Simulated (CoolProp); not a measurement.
Vapour-liquid equilibrium of R143a (1) + R236FA (2) at 0.562 bar; x and y are mole fractions of (1).

Computed with CoolProp (multi-fluid Helmholtz-energy mixture model, Lemmon and Jacobsen 2000 and Pan 2012; pair parameters Bell 2016).

Question: Give the bubble temperature and the first vapour's composition at x = 0.2, 0.5, 0.95. Is there an azeotrope?

Answer: x = 0.2: 241.9 K, y = 0.647; x = 0.5: 227.1 K, y = 0.909; x = 0.95: 215.1 K, y = 0.996. No azeotrope shows between x = 0.05 and 0.95.

The pair parameters rest on a limited set of measurements; away from them the model extrapolates.
